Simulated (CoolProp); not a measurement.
Vapour-liquid equilibrium of cyclohexane (1) + o-xylene (2) at 3.77 bar; x and y are mole fractions of (1).

Values from CoolProp's multi-fluid Helmholtz-energy mixture model, Zhou 2014 and Zhou 2012; pair parameters Bell 2016.

Give the bubble temperature and the first vapour's composition at x = 0.05, 0.55, 0.75. Is there an azeotrope?

x = 0.05: 467.3 K, y = 0.173; x = 0.55: 422.8 K, y = 0.830; x = 0.75: 413.9 K, y = 0.916. No azeotrope shows between x = 0.05 and 0.95.

Pair parameters are fitted to limited data, so mixtures are less certain than the pure fluids.
